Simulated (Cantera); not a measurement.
**Transport properties of process gases**

Gas mixture: 100 % CO2, at 0.0120 bar, frozen composition.

Cantera's kinetic-theory transport with the Lennard-Jones parameters of GRI-Mech 3.0, ideal gas; thermal conductivity in the mixture-averaged form.

| T (K) | ρ (kg/m³) | cp (J/kg/K) | μ (µPa s) | λ (mW/m/K) | Pr | D (cm²/s) CO2 | D (cm²/s) H2O | D (cm²/s) NO |
|---|---|---|---|---|---|---|---|---|
| 400 | 0.0159 | 937.9 | 19.8 | 25.3 | 0.731 | 0.000 | 24.2 | 22.0 |
| 500 | 0.0127 | 1014 | 24.0 | 33.3 | 0.731 | 0.000 | 37.5 | 32.7 |
| 600 | 0.0106 | 1076 | 27.9 | 41.0 | 0.731 | 0.000 | 53.4 | 45.0 |
| 700 | 0.00907 | 1127 | 31.5 | 48.5 | 0.731 | 0.000 | 71.5 | 58.7 |
| 800 | 0.00794 | 1169 | 34.8 | 55.7 | 0.731 | 0.000 | 91.7 | 73.7 |
| 900 | 0.00706 | 1204 | 38.0 | 62.6 | 0.731 | 0.000 | 114 | 90.1 |
| 1000 | 0.00635 | 1234 | 41.0 | 69.2 | 0.731 | 0.000 | 138 | 108 |
D: mixture-averaged diffusion coefficient of that species in the mixture.
